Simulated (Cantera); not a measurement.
An isothermal, constant-pressure homogeneous reactor starts with 7.69 % CH4, 92.3 % H2, at 1375 K and 26000 Pa.

Computed with Cantera and GRI-Mech 3.0 (53 species, 325 reactions). GRI-Mech 3.0 stops at C3 and has no aromatics, soot or wall deposition, so with more carbon than oxygen in the feed, carbon stays in small species such as C2H2 where larger ones or solid carbon would form.

x: mole fraction; the columns are a selection and need not sum to one.

| t (s) | x CH4 | x H2 | x C2H6 | x C2H4 | x C2H2 | x CH2 |
|---|---|---|---|---|---|---|
| 4.00e-6 | 0.0769 | 0.923 | <1e-12 | <1e-12 | <1e-12 | <1e-12 |
| 2.87e-5 | 0.0769 | 0.923 | <1e-12 | <1e-12 | <1e-12 | <1e-12 |
| 0.000206 | 0.0769 | 0.923 | 1.19e-11 | 1.05e-12 | <1e-12 | <1e-12 |
| 0.00147 | 0.0769 | 0.923 | 4.25e-9 | 4.15e-10 | <1e-12 | <1e-12 |
| 0.0106 | 0.0769 | 0.923 | ? | ? | ? | 1.98e-11 |
| 0.0757 | 0.0769 | 0.923 | 3.84e-6 | 1.36e-5 | 1.50e-6 | 3.55e-11 |
| 0.543 | 0.0766 | 0.923 | 4.06e-6 | ? | ? | 3.59e-11 |
| 3.89 | 0.0748 | 0.924 | 4.57e-6 | 0.000243 | 0.000732 | 3.66e-11 |
| 27.9 | 0.0670 | 0.928 | 6.92e-6 | 0.000990 | 0.00365 | 4.02e-11 |
| 200 | 0.0626 | 0.931 | 8.34e-6 | 0.00141 | 0.00528 | 4.26e-11 |

Problem. Fill in the missing entries.

Solution. 
- 0.0106, x C2H6: 8.30e-7
- 0.0106, x C2H4: 2.03e-7
- 0.0106, x C2H2: 1.38e-9
- 0.543, x C2H4: 7.00e-5
- 0.543, x C2H2: 7.04e-5
